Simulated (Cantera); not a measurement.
A Cantera script and its output.

```python
import numpy as np
import cantera as ct

gas = ct.Solution("gri30.yaml")
gas.TPX = 1525, 510000, {'CH4': 1, 'O2': 1.54, 'N2': 5.78}
reactor = ct.IdealGasConstPressureReactor(gas, energy="on", clone=False)
net = ct.ReactorNet([reactor])
net.rtol, net.atol = 1e-08, 1e-16
show = ['CH4', 'O2', 'CO2', 'N2O', 'OH', 'C2H2']
times = np.geomspace(2e-06, 5, 10)

steps = ct.SolutionArray(gas, extra=["t"])
rows = []
print(f"{'t/s':>10s}{'T/K':>9s}{'P/Pa':>11s}" + "".join(f"{s:>11s}" for s in show))
for t in times:
    while net.time < t:
        t_next = net.step()
        steps.append(gas.state, t=t_next)
    rows.append([np.interp(t, steps.t, y) for y in (steps.T, steps.P, *steps(*show).X.T)])
    print(f"{t:10.3e}{rows[-1][0]:9.1f}{rows[-1][1]:11.4g}" + "".join(f"{x:11.3e}" for x in rows[-1][2:]))
rate = np.gradient(steps.T, steps.t)
print("integrator steps:", len(steps.t))
if steps.T.max() > steps.T[0] + 200:
    print(f"time of steepest temperature rise: {steps.t[rate.argmax()]:.4e} s")
gas.TPX = 1525, 510000, {'CH4': 1, 'O2': 1.54, 'N2': 5.78}
gas.equilibrate("HP")
print(f"equilibrium (HP): T = {gas.T:.1f} K  " + "  ".join(f"{s} {gas[s].X[0]:.3e}" for s in show))
```

It prints:

```
       t/s      T/K       P/Pa        CH4         O2        CO2        N2O         OH       C2H2
 2.000e-06   1525.0    5.1e+05  1.202e-01  1.851e-01  6.777e-12  3.730e-12  1.375e-08  6.984e-16
 1.028e-05   1524.9    5.1e+05  1.202e-01  1.851e-01  1.110e-09  7.224e-11  6.792e-08  1.174e-12
 5.282e-05   1525.7    5.1e+05  1.198e-01  1.849e-01  3.313e-07  9.493e-10  4.307e-07  3.753e-09
 2.714e-04   1656.1    5.1e+05  9.251e-02  1.635e-01  3.407e-04  5.445e-08  3.245e-05  5.993e-05
 1.395e-03   2869.3    5.1e+05  7.058e-13  2.526e-03  4.022e-02  4.615e-07  1.139e-02  1.686e-15
 7.169e-03   2869.2    5.1e+05  7.065e-13  2.523e-03  4.021e-02  4.623e-07  1.138e-02  1.687e-15
 3.684e-02   2869.2    5.1e+05  7.065e-13  2.523e-03  4.021e-02  4.623e-07  1.138e-02  1.687e-15
 1.893e-01   2869.2    5.1e+05  7.065e-13  2.523e-03  4.021e-02  4.623e-07  1.138e-02  1.687e-15
 9.729e-01   2869.2    5.1e+05  7.065e-13  2.523e-03  4.021e-02  4.623e-07  1.138e-02  1.687e-15
 5.000e+00   2869.2    5.1e+05  7.065e-13  2.523e-03  4.021e-02  4.623e-07  1.138e-02  1.687e-15
integrator steps: 1918
time of steepest temperature rise: 2.9272e-04 s
equilibrium (HP): T = 2869.2 K  CH4 8.429e-13  O2 2.523e-03  CO2 4.021e-02  N2O 4.623e-07  OH 1.138e-02  C2H2 1.801e-15
```

Detailed kinetics in Cantera: GRI-Mech 3.0 (53 species, 325 reactions).
